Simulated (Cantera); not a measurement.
Input (Python, Cantera) and output of one run.

```python
import numpy as np
import cantera as ct

gas_names = """
    H H2 N NH NH2 NH3 N2 N2H2 N2H4 Zr ZrN
""".split()
cond_names = """
    Zr(a) Zr(b) Zr(L) ZrN(s) ZrN(L)
""".split()


def load(file, names, dense=False):
    # The tables refer to 1 bar. Condensed volumes are neglected.
    table = {s.name: s for s in ct.Species.list_from_file(file)}
    out = []
    for n in names:
        d = dict(table[n].input_data)
        d["thermo"] = dict(d["thermo"], **{"reference-pressure": 1e5})
        if dense:
            d["equation-of-state"] = {"model": "constant-volume", "density": "1e6 g/cm^3"}
        out.append(ct.Species.from_dict(d))
    return out


gas = ct.Solution(thermo="ideal-gas", species=load("nasa_gas.yaml", gas_names))
cond = {s.name: ct.Solution(thermo="fixed-stoichiometry", species=[s], name=s.name)
        for s in load("nasa_condensed.yaml", cond_names, dense=True)}
atoms = {
    'Zr': {'Zr': 1},
    'N2': {'N': 2},
    'H2': {'H': 2},
}
top_T = {}  # K; cautious upper limits of use, not melting points


def equilibrate(T, P, feed):
    n = {}
    for name, mol in feed.items():
        for a, k in atoms[name].items():
            n[a] = n.get(a, 0.0) + k * mol
    gas.TPX = T, P, n
    mass = sum(n.values()) * gas.mean_molecular_weight
    gas.equilibrate("TP")
    valid = [c for c in cond.values() if c.min_temp <= T <= top_T.get(c.name, c.max_temp)]
    mix = ct.Mixture([(gas, mass / gas.mean_molecular_weight)] + [(c, 0.0) for c in valid])
    mix.T, mix.P = T, P
    mix.equilibrate("TP", solver="vcs", rtol=1e-11, max_steps=5000)
    return mix


results = []
feed = {'Zr': 1, 'N2': 0.38, 'H2': 130}  # mol
P = 1333.22  # Pa
for T in [1698, 1748, 1798, 1848, 1898, 1948, 1998, 2048, 2098, 2148]:
    mix = equilibrate(T, P, feed)
    results.append((T, P, feed, dict(zip(mix.species_names, mix.species_moles))))
    x = sorted(zip(gas.X, gas.species_names), reverse=True)
    print(f"T = {T:g} K  P = {P:g} Pa  gas = {mix.phase_moles(0):.4g} mol")
    print("   x: " + "  ".join(f"{s} {v:.3e}" for v, s in x if v > 1e-05))
    print("   condensed (mol): " + ("  ".join(f"{mix.phase(i).name} {mix.phase_moles(i):.4g}"
          for i in range(1, mix.n_phases) if mix.phase_moles(i) > 1e-12) or "none"))
```

Result:

```
T = 1698 K  P = 1333.22 Pa  gas = 130.1 mol
   x: H2 9.987e-01  H 1.252e-03
   condensed (mol): Zr(b) 0.24  ZrN(s) 0.76
T = 1748 K  P = 1333.22 Pa  gas = 130.1 mol
   x: H2 9.980e-01  H 1.977e-03
   condensed (mol): Zr(b) 0.24  ZrN(s) 0.76
T = 1798 K  P = 1333.22 Pa  gas = 130.2 mol
   x: H2 9.970e-01  H 3.045e-03
   condensed (mol): Zr(b) 0.24  ZrN(s) 0.76
T = 1848 K  P = 1333.22 Pa  gas = 130.3 mol
   x: H2 9.954e-01  H 4.581e-03
   condensed (mol): Zr(b) 0.24  ZrN(s) 0.76
T = 1898 K  P = 1333.22 Pa  gas = 130.4 mol
   x: H2 9.933e-01  H 6.747e-03
   condensed (mol): Zr(b) 0.24  ZrN(s) 0.76
T = 1948 K  P = 1333.22 Pa  gas = 130.6 mol
   x: H2 9.903e-01  H 9.739e-03
   condensed (mol): Zr(b) 0.24  ZrN(s) 0.76
T = 1998 K  P = 1333.22 Pa  gas = 130.9 mol
   x: H2 9.862e-01  H 1.380e-02
   condensed (mol): Zr(b) 0.24  ZrN(s) 0.76
T = 2048 K  P = 1333.22 Pa  gas = 131.3 mol
   x: H2 9.808e-01  H 1.921e-02
   condensed (mol): Zr(b) 0.24  ZrN(s) 0.76
T = 2098 K  P = 1333.22 Pa  gas = 131.7 mol
   x: H2 9.737e-01  H 2.630e-02
   condensed (mol): Zr(b) 0.2399  ZrN(s) 0.76
T = 2148 K  P = 1333.22 Pa  gas = 132.3 mol
   x: H2 9.645e-01  H 3.545e-02
   condensed (mol): Zr(L) 0.2398  ZrN(s) 0.7599
```

Equilibrium computed with Cantera from the NASA thermochemical tables; the gas is ideal and each condensed phase is pure. Mutual solubility and eutectic melting of coexisting phases are not modelled. ZrN: taken at fixed stoichiometry. Condensed phases not in the tables: N, O or C dissolved in the metal.
